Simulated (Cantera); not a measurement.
## Carbothermic reduction: CuO + CH4 + N2

A closed system holds: 1 mol CuO, 1.5 mol CH4, 0.1 mol N2, held at 38.0 mbar.

These are equilibrium values from Cantera (NASA tables, ideal gas, pure condensed phases), not measurements of a reactor. Candidate condensed phases: C, C6H6, C7H8, C8H18, Cu, CuO, Cu(OH)2, Cu2O, H2O; 139 gas species. Kinetics and transport are ignored.

From 1625 K to 2025 K the condensed part is C(graphite) + Cu(l). From 2125 K to 2325 K the condensed part is C(graphite). The main Cu-bearing gas is Cu throughout.

```csv
T (K),x H2,x CO,x Cu,x H,x N2,x HCN,n C(graphite),n Cu(l)
1625,0.730,0.243,0.00150,0.000309,0.0242,0.000317,0.498,0.994
1725,0.726,0.242,0.00576,0.000812,0.0240,0.000553,0.497,0.976
1825,0.716,0.239,0.0189,0.00191,0.0234,0.000897,0.495,0.920
1925,0.687,0.230,0.0549,0.00406,0.0223,0.00134,0.491,0.760
2025,0.619,0.208,0.143,0.00777,0.0198,0.00180,0.485,0.309
2125,0.575,0.195,0.193,0.0141,0.0182,0.00240,0.477,0
2225,0.565,0.194,0.193,0.0250,0.0176,0.00326,0.465,0
2325,0.550,0.192,0.192,0.0419,0.0169,0.00426,0.447,0
```
x: gas mole fraction; n: condensed amount in mol.
